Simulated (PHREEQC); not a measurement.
Spent oxide etchant: speciation

Solution (20 °C): 0.02 mol/kgw HF, 0.00044 mol/kgw H2SiF6, 0.00089 mol/kgw HBF4 and 0.00018 mol/kgw H2SO4. It is in equilibrium with CO2 at log p = -3.4 (atm). Otherwise closed; pH follows from the charge balance.

Equilibrium calculation in PHREEQC: ion-association model, phreeqc.dat.

Precipitation was switched off in this run.

Q: Predict the pH, ionic strength.

A: pH 2.33; ionic strength 0.00566 mol/kgw.

Q: In which forms is S present?

A: SO4-2 75 %, HSO4- 25 % of the S.

Species that the database lacks are ignored. SiF6-2 is the database's only silicon fluoride. Real BF4- forms and hydrolyses slowly; the run takes it at equilibrium.
